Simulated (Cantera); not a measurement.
# Adiabatic ignition

An adiabatic, constant-volume homogeneous reactor starts with CH4 : C2H6 : C3H8 : O2 : N2 : H2O = 1 : 0.14 : 0.41 : 2.27 : 8.54 : 0.36 (molar parts), equivalence ratio 2.0, at 1525 K and 1.01 bar.

Model: GRI-Mech 3.0 (53 species, 325 reactions), integrated in Cantera. GRI-Mech 3.0 was tuned for natural gas; its chemistry of propane as a main component is partial and can be far from experiment.

```csv
t (s),T (K),P (bar),x CH4,x C2H6,x C3H8,x C2H,x HO2
2.00e-6,1522,1.01,0.0786,0.0110,0.0319,<1e-12,4.37e-5
4.93e-6,1518,1.01,0.0784,0.0109,0.0313,<1e-12,0.000114
1.21e-5,1513,1.01,0.0778,0.0107,0.0294,1.59e-11,0.000121
2.99e-5,1517,1.02,0.0762,0.0109,0.0242,2.93e-10,0.000151
7.37e-5,1633,1.14,0.0651,0.00724,0.00647,6.60e-8,0.000523
0.000182,2800,2.29,3.75e-11,<1e-12,<1e-12,<1e-12,1.36e-7
0.000447,2781,2.28,1.89e-11,<1e-12,<1e-12,<1e-12,1.65e-7
0.00110,2780,2.28,1.90e-11,<1e-12,<1e-12,<1e-12,1.64e-7
0.00271,2780,2.28,1.90e-11,<1e-12,<1e-12,<1e-12,1.63e-7
0.00669,2780,2.28,1.90e-11,<1e-12,<1e-12,<1e-12,1.63e-7
0.0165,2780,2.28,1.90e-11,<1e-12,<1e-12,<1e-12,1.63e-7
0.0406,2780,2.28,1.90e-11,<1e-12,<1e-12,<1e-12,1.63e-7
0.100,2780,2.28,1.90e-11,<1e-12,<1e-12,<1e-12,1.63e-7
```
x: mole fraction; the columns are a selection and need not sum to one.

| Item | Result |
|---|---|
| time of steepest temperature rise | 93.0 µs |
| temperature at 0.100 s | 2780 K |
| equilibrium temperature | 2780 K |
| x(CH4) at 0.100 s | 1.90e-11 (gas-phase equilibrium 2.14e-11) |
| x(C2H6) at 0.100 s | <1e-12 (gas-phase equilibrium <1e-12) |
| x(C3H8) at 0.100 s | <1e-12 (gas-phase equilibrium <1e-12) |
